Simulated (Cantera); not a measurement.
Charge: 1 mol SiCl4, a varied amount of NH3, 2.6 mol N2, at 0.550 bar.

Cantera equilibrium calculation (NASA polynomials, part measured and part estimated; ideal gas, pure solids and liquids). Candidate condensed phases: NH4Cl, Si, Si3N4; 28 gas species. The tables' values for SiCl3 are old estimates. The numbers say what is thermodynamically allowed, not how fast it happens.

Stable condensed phases, one row left out:

```
T in °C \ n(NH3) in mol
         3.5   4 4.6 5.3   6 6.9 7.9 9.1  10  12  14  16
   1802    A   A   A   A   A   B   B   B   B   B   B   B
   1702    A   A   A   A   C   C   C   C   C   C   C   C
   1502    C   C   C   C   C   C   C   C   C   C   C   C
   1402    C   C   C   C   C   C   C   C   C   C   C   C
   1302    C   C   C   C   C   C   C   C   C   C   C   C
   1202    C   C   C   C   C   C   C   C   C   C   C   C
   1102    C   C   C   C   C   C   C   C   C   C   C   C
   1002    C   C   C   C   C   C   C   C   C   C   C   C
    902    C   C   C   C   C   C   C   C   C   C   C   C
    802    C   C   C   C   C   C   C   C   C   C   C   C
    702    C   C   C   C   C   C   C   C   C   C   C   C
    602    C   C   C   C   C   C   C   C   C   C   C   C
```

A: gas only; B: Si; C: Si3N4.

Problem. Give the row for 1602 °C.

Solution. 3.5: Si3N4; 4: Si3N4; 4.6: Si3N4; 5.3: Si3N4; 6: Si3N4; 6.9: Si3N4; 7.9: Si3N4; 9.1: Si3N4; 10: Si3N4; 12: Si3N4; 14: Si3N4; 16: Si3N4.
